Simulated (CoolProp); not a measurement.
Vapour-liquid equilibrium of n-octane (1) + n-dodecane (2) at 523.2 K; x and y are mole fractions of (1).

Model: multi-fluid Helmholtz-energy mixture model, Beckmüller 2019 and Lemmon 2004; pair parameters Bell 2016, in CoolProp.

| x | bubble pressure (MPa) | y at the bubble point | dew pressure at overall composition x (MPa) | liquid density (mol/L) |
|---|---|---|---|---|
| 0.05 | 0.2512 | 0.177 | 0.2223 | 3.332 |
| 0.15 | 0.3325 | 0.417 | 0.2445 | 3.412 |
| 0.25 | 0.4194 | 0.573 | 0.2716 | 3.494 |
| 0.35 | 0.5122 | 0.683 | 0.3051 | 3.576 |
| 0.45 | 0.6112 | 0.763 | 0.3477 | 3.658 |
| 0.55 | 0.7165 | 0.826 | 0.4037 | 3.738 |
| 0.65 | 0.8286 | 0.876 | 0.4807 | 3.814 |
| 0.75 | 0.9479 | 0.917 | 0.5923 | 3.884 |
| 0.85 | 1.075 | 0.953 | 0.7671 | 3.942 |
| 0.95 | 1.213 | 0.985 | 1.065 | 3.978 |

No azeotrope shows between x = 0.05 and 0.95.

The pair parameters rest on a limited set of measurements; away from them the model extrapolates.
